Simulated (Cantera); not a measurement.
Source: NASA polynomial tables (part measured, part estimated), evaluated in Cantera. Values are per mole of reaction as written; species without (g) are pure solids or liquids, kept so even where they would boil at 1 bar. ZrN: taken at fixed stoichiometry.

Task: Between 923 and 1223 K, where is each reaction favourable under standard conditions?
- Zr + H2(g) + NO(g) = ZrN + H2O(g)

Result: 
- Zr + H2(g) + NO(g) = ZrN + H2O(g): ΔG° is -555 kJ at 923 K and -508 kJ at 1223 K; it stays negative (K > 1). ΔH° is -705 kJ and ΔS° -161 J/K at 1223 K.
